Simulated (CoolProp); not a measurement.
Model: reference Helmholtz-energy equation of state, de Vries 1995, in CoolProp.

Give the vapour pressure (bar), vapour density (kg/m³), enthalpy of vaporisation (kJ/kg), liquid cp (kJ/(kg K)) of saturated R124 at 252.1, 281, 357.9 K.


```json
[
 {"T (K)": "252.1", "p (bar)": "0.681", "vapour density (kg/m³)": "4.59", "enthalpy of vaporisation (kJ/kg)": "170", "liquid cp (kJ/(kg K))": "1.05"},
 {"T (K)": "281", "p (bar)": "2.17", "vapour density (kg/m³)": "13.7", "enthalpy of vaporisation (kJ/kg)": "156", "liquid cp (kJ/(kg K))": "1.10"},
 {"T (K)": "357.9", "p (bar)": "17.4", "vapour density (kg/m³)": "117", "enthalpy of vaporisation (kJ/kg)": "101", "liquid cp (kJ/(kg K))": "1.41"}
]
```
